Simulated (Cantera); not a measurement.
A closed system holds: 1 mol Pb, 1.7 mol CO, 1.8 mol N₂, 0.64 mol O₂, held at 36.0 Pa.

Cantera equilibrium calculation (NASA polynomials, part measured and part estimated; ideal gas, pure solids and liquids). Candidate condensed phases: C, Pb, PbO, PbO₂, Pb₃O₄; 27 gas species. Kinetics and transport are ignored.

x: gas mole fraction; n: condensed amount in mol.

| T (°C) | x N₂ | x CO₂ | x Pb | x CO | x PbO | n Pb(l) |
|---|---|---|---|---|---|---|
| 577 | 0.514 | 0.365 | 0.000884 | 0.120 | … | 0.997 |
| 627 | 0.512 | 0.364 | 0.00380 | 0.120 | … | 0.987 |
| 677 | 0.507 | 0.361 | 0.0140 | 0.118 | … | 0.950 |
| 727 | 0.491 | 0.349 | 0.0450 | 0.115 | … | 0.835 |
| 777 | 0.448 | 0.318 | 0.129 | 0.104 | … | 0.481 |
| 827 | 0.400 | 0.284 | 0.222 | 0.0933 | … | 0 |
| 877 | 0.400 | 0.284 | 0.222 | 0.0933 | … | 0 |
| 927 | 0.400 | 0.284 | 0.222 | 0.0934 | … | 0 |
| 977 | 0.400 | 0.284 | 0.222 | 0.0934 | … | 0 |
| 1027 | 0.400 | 0.284 | 0.222 | 0.0934 | … | 0 |
| 1077 | 0.400 | 0.284 | 0.222 | 0.0935 | … | 0 |
| 1127 | 0.400 | 0.284 | 0.222 | 0.0936 | … | 0 |

Complete the blanks.


- 577, x PbO: 1.85e-10
- 627, x PbO: 2.74e-9
- 677, x PbO: 3.04e-8
- 727, x PbO: 2.65e-7
- 777, x PbO: 1.86e-6
- 827, x PbO: 7.24e-6
- 877, x PbO: 1.52e-5
- 927, x PbO: 3.00e-5
- 977, x PbO: 5.60e-5
- 1027, x PbO: 9.93e-5
- 1077, x PbO: 0.000169
- 1127, x PbO: 0.000276
